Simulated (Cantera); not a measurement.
**Hydrocarbon pyrolysis for carbon deposition**

A perfectly stirred reactor is fed with 25.6 % C₃H₈, 74.4 % H₂, at 48.0 Pa; it is held at 1225 K, and followed from long to short residence time.

Model: GRI-Mech 3.0 (53 species, 325 reactions), integrated in Cantera. GRI-Mech 3.0 was tuned for natural gas; its chemistry of propane as a main component is partial and can be far from experiment. GRI-Mech 3.0 stops at C3 and has no aromatics, soot or wall deposition, so with more carbon than oxygen in the feed, carbon stays in small species such as C2H2 where larger ones or solid carbon would form. Radical loss at walls, strong at low pressure, is not modelled.

```
τ (s)   x C₃H₈   x H₂     x CH₄       x H    x C₂H₆     x CH₂     x C₂H
------  ------  -----  --------  --------  --------  --------  --------
1.1     0.0250  0.618     0.177  0.000225  0.000713   2.05e-7   2.50e-9
0.48    0.0483  0.626     0.159  0.000242   0.00117   3.19e-7   1.31e-9
0.21    0.0927  0.650     0.123  0.000226   0.00164   4.46e-7  4.24e-10
0.090    0.162  0.689    0.0684  0.000171   0.00140   4.84e-7  6.05e-11
0.039    0.221  0.723    0.0241  0.000103  0.000602   3.39e-7  3.37e-12
0.017    0.247  0.738   0.00557   5.19e-5  0.000198   1.43e-7    <1e-12
0.0072   0.254  0.742  0.000959   2.36e-5   6.44e-5   3.27e-8    <1e-12
0.0031   0.256  0.743  0.000155   1.06e-5   1.89e-5   4.01e-9    <1e-12
0.0013   0.256  0.743   2.35e-5   4.47e-6   4.44e-6  3.01e-10    <1e-12
```
x: mole fraction; the columns are a selection and need not sum to one.
